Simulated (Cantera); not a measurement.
## Equilibrium for roasting and sulfation: FeS + SO3 + O2

Charge: 1 mol FeS, 3.9 mol SO3, 0.055 mol O2, held at 1423 K.

Equilibrium computed with Cantera from the NASA thermochemical tables; the gas is ideal and each condensed phase is pure. Candidate condensed phases: Fe, FeO, FeS, FeSO4, FeS2, Fe2O3, Fe2(SO4)3, Fe3O4, S; 12 gas species. Equilibrium is a limit: real reactors are often held back by kinetics, nucleation or transport.

| P (Pa) | x SO2 | x O2 | x SO3 | x SO | x O | n Fe3O4(s) | n Fe2O3(s) |
|---|---|---|---|---|---|---|---|
| 1000 | 0.935 | 0.0640 | 0.00134 | 3.50e-6 | 3.41e-6 | 0.333 | 0 |
| 4600 | 0.949 | 0.0483 | 0.00253 | 1.91e-6 | 1.38e-6 | 0 | 0.500 |
| 21000 | 0.948 | 0.0469 | 0.00533 | 9.05e-7 | 6.37e-7 | 0 | 0.500 |
| 96000 | 0.945 | 0.0442 | 0.0110 | 4.34e-7 | 2.89e-7 | 0 | 0.500 |
| 440000 | 0.939 | 0.0390 | 0.0220 | 2.15e-7 | 1.27e-7 | 0 | 0.500 |
| 2000000 | 0.929 | 0.0301 | 0.0408 | 1.14e-7 | 5.22e-8 | 0 | 0.500 |
x: gas mole fraction; n: condensed amount in mol.

At 7.50 Torr the condensed part is Fe3O4(s). From 34.5 Torr to 15000 Torr the condensed part is Fe2O3(s).
